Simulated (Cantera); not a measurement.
A Cantera script and what it prints.

```python
import numpy as np
import cantera as ct

gas_names = """
    Mg MgN MgO MgS Mg2 N NO NO2 NO3 N2 N2O O O2 O3 S SN SO SO2 SO3 S2 S2O S8
""".split()
cond_names = """
    Mg(cr) Mg(L) MgO(s) MgO(L) MgS(s) MgSO4(s) MgSO4(L) S(cr1) S(cr2) S(L)
""".split()


# ... load() reads the species with a 1 bar reference pressure and builds the phases ...
atoms = {
    'MgO': {'Mg': 1, 'O': 1},
    'SO3': {'S': 1, 'O': 3},
    'N2': {'N': 2},
}
top_T = {'MgS(s)': 2250}  # K; cautious upper limits of use, not melting points


# ... equilibrate(T, P, feed) seeds the gas with the atoms and calls Mixture.equilibrate('TP', solver="vcs", rtol=1e-11, max_steps=5000) ...
results = []
feed = {'MgO': 1, 'SO3': 0.62, 'N2': 1.6}  # mol
T = 1325  # K
for P in [1000, 4600, 21000, 96000, 440000, 2000000]:
    mix = equilibrate(T, P, feed)
    results.append((T, P, feed, dict(zip(mix.species_names, mix.species_moles))))
    x = sorted(zip(gas.X, gas.species_names), reverse=True)
    print(f"T = {T:g} K  P = {P:g} Pa  gas = {mix.phase_moles(0):.4g} mol")
    print("   x: " + "  ".join(f"{s} {v:.3e}" for v, s in x if v > 1e-05))
    print("   condensed (mol): " + ("  ".join(f"{mix.phase(i).name} {mix.phase_moles(i):.4g}"
          for i in range(1, mix.n_phases) if mix.phase_moles(i) > 1e-12) or "none"))
```

It prints:

```
T = 1325 K  P = 1000 Pa  gas = 2.529 mol
   x: N2 6.325e-01  SO2 2.443e-01  O2 1.220e-01  SO3 8.804e-04  NO 3.171e-04
   condensed (mol): MgO(s) 1
T = 1325 K  P = 4600 Pa  gas = 2.528 mol
   x: N2 6.328e-01  SO2 2.434e-01  O2 1.215e-01  SO3 1.878e-03  NO 3.166e-04
   condensed (mol): MgO(s) 1
T = 1325 K  P = 21000 Pa  gas = 2.525 mol
   x: N2 6.335e-01  SO2 2.416e-01  O2 1.206e-01  SO3 3.968e-03  NO 3.156e-04
   condensed (mol): MgO(s) 1
T = 1325 K  P = 96000 Pa  gas = 2.52 mol
   x: N2 6.349e-01  SO2 2.378e-01  O2 1.187e-01  SO3 8.285e-03  NO 3.134e-04
   condensed (mol): MgO(s) 1
T = 1325 K  P = 440000 Pa  gas = 1.837 mol
   x: N2 8.710e-01  SO2 8.348e-02  O2 4.163e-02  SO3 3.687e-03  NO 2.174e-04
   condensed (mol): MgO(s) 0.5401  MgSO4(s) 0.4599
T = 1325 K  P = 2e+06 Pa  gas = 1.647 mol
   x: N2 9.716e-01  SO2 1.839e-02  O2 9.138e-03  SO3 8.111e-04  NO 1.076e-04
   condensed (mol): MgO(s) 0.4116  MgSO4(s) 0.5884
```

Cantera equilibrium calculation (NASA polynomials, part measured and part estimated; ideal gas, pure solids and liquids). Mutual solubility and eutectic melting of coexisting phases are not modelled.
